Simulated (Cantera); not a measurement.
Input (Python, Cantera) and output of one run.

```python
import numpy as np
import cantera as ct

gas_names = """
    Cu CuO Cu2 H HO2 H2 H2O H2O2 O OH O2 O3
""".split()
cond_names = """
    Cu(cr) Cu(L) CuO(s) CuO2H2(s) Cu2O(s) Cu2O(L) H2O(s) H2O(L)
""".split()


# ... load() reads the species with a 1 bar reference pressure and builds the phases ...
atoms = {
    'Cu2O': {'Cu': 2, 'O': 1},
    'H2': {'H': 2},
    'H2O': {'H': 2, 'O': 1},
}
top_T = {'CuO(s)': 1390}  # K; cautious upper limits of use, not melting points


# ... equilibrate(T, P, feed) seeds the gas with the atoms and calls Mixture.equilibrate('TP', solver="vcs", rtol=1e-11, max_steps=5000) ...
results = []
feed = {'Cu2O': 1, 'H2': 14, 'H2O': 4.6}  # mol
T = 1200  # K
P = 100000  # Pa
mix = equilibrate(T, P, feed)
results.append((T, P, feed, dict(zip(mix.species_names, mix.species_moles))))
x = sorted(zip(gas.X, gas.species_names), reverse=True)
print(f"T = {T:g} K  P = {P:g} Pa  gas = {mix.phase_moles(0):.4g} mol")
print("   x: " + "  ".join(f"{s} {v:.3e}" for v, s in x if v > 0.001))
print("   condensed (mol): " + ("  ".join(f"{mix.phase(i).name} {mix.phase_moles(i):.4g}"
      for i in range(1, mix.n_phases) if mix.phase_moles(i) > 1e-12) or "none"))
```

Output:

```
T = 1200 K  P = 100000 Pa  gas = 18.6 mol
   x: H2 6.989e-01  H2O 3.011e-01
   condensed (mol): Cu(cr) 2
```

These are equilibrium values from Cantera (NASA tables, ideal gas, pure condensed phases), not measurements of a reactor.
